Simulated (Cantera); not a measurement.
Ignition delay

Mixture: H₂ : O₂ : N₂ = 1 : 0.505 : 1.9 (molar parts), equivalence ratio 0.99, at 35.0 bar, adiabatic and at constant pressure. Ignition delay is the time to a rise of 400 K.

Detailed kinetics in Cantera: GRI-Mech 3.0 (53 species, 325 reactions). The hydrogen kinetics of GRI-Mech 3.0 are dated; newer H2 mechanisms differ, most at raised pressure. The pressure lies above the range GRI-Mech 3.0 was tuned for (to about 10 atm).

```json
[
 {"T0 (K)": "1250", "delay (ms)": "0.0483"},
 {"T0 (K)": "1300", "delay (ms)": "0.0213"},
 {"T0 (K)": "1350", "delay (ms)": "0.00914"},
 {"T0 (K)": "1400", "delay (ms)": "0.00368"},
 {"T0 (K)": "1450", "delay (ms)": "0.00151"},
 {"T0 (K)": "1500", "delay (ms)": "0.000795"},
 {"T0 (K)": "1550", "delay (ms)": "0.000526"},
 {"T0 (K)": "1600", "delay (ms)": "0.000390"},
 {"T0 (K)": "1650", "delay (ms)": "0.000309"}
]
```

The apparent activation energy between 1550 and 1650 K is 110 kJ/mol.
